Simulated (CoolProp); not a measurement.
Vapour-liquid equilibrium of m-xylene (1) + n-nonane (2) at 512.1 K; x and y are mole fractions of (1).

Computed with CoolProp (multi-fluid Helmholtz-energy mixture model, Zhou 2012 and Lemmon 2006; pair parameters Bell 2016).

```
x     bubble pressure, mixture model (MPa)  bubble pressure, Raoult's law (MPa)  y, mixture model  y, Raoult's law
----  ------------------------------------  -----------------------------------  ----------------  ---------------
0.05                                0.6763                               0.6681             0.067            0.062
0.15                                0.7067                               0.6846             0.190            0.181
0.25                                0.7335                               0.7011             0.301            0.294
0.35                                0.7569                               0.7176             0.403            0.402
0.45                                0.7768                               0.7340             0.498            0.506
0.55                                0.7934                               0.7505             0.589            0.604
0.65                                0.8066                               0.7670             0.677            0.699
0.75                                0.8164                               0.7835             0.765            0.789
0.85                                0.8227                               0.8000             0.856            0.876
0.95                                0.8251                               0.8165             0.950            0.960
```

The largest gap from Raoult's law is +5.8 % in bubble pressure, at x = 0.45. No azeotrope shows between x = 0.05 and 0.95.

The pair parameters rest on a limited set of measurements; away from them the model extrapolates.
